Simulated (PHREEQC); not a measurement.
Dissolve 0.21 mol/kgw FeCl2, 0.00093 mol/kgw CdCl2 and 0.13 mol/kgw AlCl3 at 25 °C. Closed to the air; pH follows from the charge balance.

All values are PHREEQC results (ion-association model, wateq4f.dat), not measurements.

Each row changes one thing in this solution. Precipitation was switched off in this run.

| case | pH | Cl- (mol/kgw) | Fe+2 (mol/kgw) | FeCl+ (mol/kgw) | AlOH+2 (mol/kgw) | Al(OH)2+ (mol/kgw) | SI of Gibbsite (Al(OH)3) | SI of Boehmite (AlOOH) |
|---|---|---|---|---|---|---|---|---|
| as made | 3.23 | 0.776 | 0.176 | 0.0336 | 0.000797 | 2.73e-6 | -0.54 | -1.00 |
| diluted 100-fold with water | 4.06 | 0.00810 | 0.00209 | [?] | 8.60e-5 | 5.46e-6 | +0.74 | +0.27 |
| AlCl3 from 0.13 to 0.117 mol/kgw | 3.25 | 0.739 | [?] | 0.0327 | 0.000755 | 2.76e-6 | -0.51 | -0.97 |
| CdCl2 left out | 3.23 | 0.776 | 0.176 | 0.0336 | 0.000797 | 2.73e-6 | -0.54 | -1.00 |
| temperature from 25 to 50 °C | 2.90 | [?] | 0.178 | [?] | 0.00169 | 1.70e-5 | -0.27 | -0.43 |

### Question
Some entries are withheld; supply them.

### Answer

- diluted 100-fold with water, FeCl+ (mol/kgw): 1.48e-5
- AlCl3 from 0.13 to 0.117 mol/kgw, Fe+2 (mol/kgw): 0.177
- temperature from 25 to 50 °C, Cl- (mol/kgw): 0.778
- temperature from 25 to 50 °C, FeCl+ (mol/kgw): 0.0318

The ionic strength passes 0.7 mol/kgw, the rough limit of the ion-association models, in as made; AlCl3 from 0.13 to 0.117 mol/kgw; CdCl2 left out; temperature from 25 to 50 °C. Complexes and solids missing from the database can't appear. Some of these states are supersaturated (in Gibbsite (slow to form), Boehmite (slow to form), for instance). Constants without temperature data keep their 25 °C values here.
